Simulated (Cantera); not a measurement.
A perfectly stirred reactor is fed with H2 : O2 = 0.022 : 1 (molar parts), equivalence ratio 0.011, at 10.5 Torr; it is held at 1175 K, and followed from long to short residence time.

Cantera simulation using the H2/O2 subset of GRI-Mech 3.0, which has no nitrogen chemistry; the numbers are that mechanism's predictions, not measurements. Radical loss at walls, strong at low pressure, is not modelled.

Q: What does this change do: pressure from 10.5 Torr to 1.95 Torr?

A: 
| quantity | before | after |
|---|---|---|
| x(H2) at τ = 26.0 s | 1.32e-5 | 4.12e-5 |
| x(O2) at τ = 26.0 s | 0.978 | 0.975 |
| x(O) at τ = 26.0 s | 0.000298 | 0.00259 |
| x(OH) at τ = 26.0 s | 0.000208 | 0.000612 |
| x(H) at τ = 26.0 s | 4.67e-6 | 0.000119 |
| x(H2) at τ = 0.500 s | 0.000132 | 0.000325 |
| x(O2) at τ = 0.500 s | 0.974 | 0.963 |
| x(O) at τ = 0.500 s | 0.00353 | 0.0136 |
| x(OH) at τ = 0.500 s | 0.000748 | 0.00149 |
| x(H) at τ = 0.500 s | 0.000200 | 0.00155 |

Q: What does this change do: pressure from 10.5 Torr to 14.3 Torr?

A: 
```csv
quantity,before,after
x(H2) at τ = 26.0 s,1.32e-5,1.15e-5
x(O2) at τ = 26.0 s,0.978,0.978
x(O) at τ = 26.0 s,0.000298,0.000199
x(OH) at τ = 26.0 s,0.000208,0.000170
x(H) at τ = 26.0 s,4.67e-6,2.55e-6
x(H2) at τ = 0.500 s,0.000132,0.000116
x(O2) at τ = 0.500 s,0.974,0.975
x(O) at τ = 0.500 s,0.00353,0.00246
x(OH) at τ = 0.500 s,0.000748,0.000624
x(H) at τ = 0.500 s,0.000200,0.000117
```
